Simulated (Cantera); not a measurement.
Feed: 1 mol B, 0.21 mol HCl, 1.3 mol O2, equilibrated at 1275 K and 0.240 bar.

Method: chemical equilibrium by Gibbs-energy minimisation in Cantera with the NASA 1993 tables (ideal gas, pure condensed phases). Candidate condensed phases: B, B2O3, B3O3H3, H2O; 33 gas species. Gases not in the tables: H3BO3. Rates play no part.

Base state: O2 0.717, HCl 0.207, H2O 0.0366, Cl2 0.0352, Cl 0.00378, HBO2 0.000884, ClO 5.38e-5, (HBO2)3 3.07e-5 (mole fractions); condensed: B2O3(l).

Task: What changes in the equilibrium state with this change: O2 from 1.3 to 0.6 mol?

Result: 
```csv
species,before,after
H2,4.87e-9,0.475
BCl3,1.98e-8,0.245
HCl,0.207,0.206
O2,0.717,<1e-9
Cl2,0.0352,<1e-9
B3O3Cl3,5.90e-9,0.0730
H2O,0.0366,6.80e-7
B3O3H3,<1e-9,0.00111
HBO,<1e-9,0.000280
"B2O3(l), mol",0.500,0.387
"B(s), mol",0,0.142
```
Mutual solubility and eutectic melting of coexisting phases are not modelled. The tables' values for BOCl, BCl2 are old estimates; treat these amounts as uncertain. Gases not in the tables: BHCl2.
